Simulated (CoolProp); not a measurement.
A single-stage vapour-compression cycle with methanol: evaporating at 299.15 K (dew point), condensing at 352.15 K (bubble point), superheat 0 K, subcooling 0 K, compressor efficiency 0.65, no pressure losses. Each further row changes one setting.

Values from CoolProp's reference Helmholtz-energy equation of state, de Reuck 1993.

| case | cooling COP | pressure ratio | discharge temperature (K) | refrigerating effect (kJ/kg) | volumetric capacity (kJ/m³) |
|---|---|---|---|---|---|
| as stated | 3.19 | 9.77 | 489.9 | 1020 | 242 |
| evaporating temperature 304.15 K | ? | 7.59 | 471.9 | ? | 308 |
| condensing temperature 347.15 K | 3.57 | ? | 473.2 | 1040 | 245 |
| subcooling 5 K | 3.23 | 9.77 | 489.9 | 1040 | 245 |
| superheat 10 K | 3.10 | 9.77 | ? | 1050 | 237 |
| compressor efficiency 0.55 | 2.70 | 9.77 | 520.4 | 1020 | 242 |

Task: Some entries are withheld; supply them.

Result: 
- evaporating temperature 304.15 K, cooling COP: 3.64
- evaporating temperature 304.15 K, refrigerating effect (kJ/kg): 1030
- condensing temperature 347.15 K, pressure ratio: 8.15
- superheat 10 K, discharge temperature (K): 512.8
